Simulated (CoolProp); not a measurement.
Vapour-liquid equilibrium of ethane (1) + C3F8 (R218) (2) at 237.5 K; x and y are mole fractions of (1).

Model: multi-fluid Helmholtz-energy mixture model, Bücker 2006 and Lemmon 2006; pair parameters Bell 2016, in CoolProp.

```
x     bubble pressure, mixture model (MPa)  bubble pressure, Raoult's law (MPa)  y, mixture model  y, Raoult's law
----  ------------------------------------  -----------------------------------  ----------------  ---------------
0.05                                0.1882                               0.1460             0.443            0.306
0.15                                0.3441                               0.2248        (withheld)            0.597
0.25                                0.4733                               0.3035             0.800            0.736
0.35                                0.5697                               0.3823        (withheld)            0.819
0.45                                0.6385                               0.4610             0.868            0.873
0.55                                0.6894                               0.5398             0.886            0.911
0.65                                0.7320                               0.6185             0.901            0.940
0.75                                0.7735                               0.6973             0.919            0.962
0.85                            (withheld)                               0.7760             0.942            0.979
0.95                                0.8681                               0.8548             0.977            0.994
```

Q: What belongs in the gaps?

A: 
- 0.15, y, mixture model: 0.710
- 0.35, y, mixture model: 0.843
- 0.85, bubble pressure, mixture model (MPa): 0.8184

The largest gap from Raoult's law is +55.9 % in bubble pressure, at x = 0.25. No azeotrope shows between x = 0.05 and 0.95.

Pair parameters are fitted to limited data, so mixtures are less certain than the pure fluids. With so large a gap from Raoult's law the liquid may split in two, which this calculation doesn't test in full.
